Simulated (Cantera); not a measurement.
A perfectly stirred reactor is fed with CH₄ : CO₂ = 1 : 0.62 (molar parts), at 4.93 atm; it is held at 1748 K, and followed from long to short residence time.

Cantera simulation using GRI-Mech 3.0 (53 species, 325 reactions); the numbers are that mechanism's predictions, not measurements. GRI-Mech 3.0 stops at C3 and has no aromatics, soot or wall deposition, so with more carbon than oxygen in the feed, carbon stays in small species such as C2H2 where larger ones or solid carbon would form.

Task: Predict: x(CH₄) at τ = 18.0 s; x(CO₂) at τ = 18.0 s; x(H₂O) at τ = 18.0 s; x(OH) at τ = 18.0 s; x(H₂) at τ = 18.0 s; x(CH₄) at τ = 0.280 s; x(CO₂) at τ = 0.280 s; x(H₂O) at τ = 0.280 s; x(OH) at τ = 0.280 s; x(H₂) at τ = 0.280 s.

Result: 
| Property | Value |
|---|---|
| x(CH₄) at τ = 18.0 s | 0.0339 |
| x(CO₂) at τ = 18.0 s | 0.00100 |
| x(H₂O) at τ = 18.0 s | 0.00458 |
| x(OH) at τ = 18.0 s | 3.81e-8 |
| x(H₂) at τ = 18.0 s | 0.521 |
| x(CH₄) at τ = 0.280 s | 0.0512 |
| x(CO₂) at τ = 0.280 s | 0.0205 |
| x(H₂O) at τ = 0.280 s | 0.0830 |
| x(OH) at τ = 0.280 s | 7.47e-7 |
| x(H₂) at τ = 0.280 s | 0.430 |
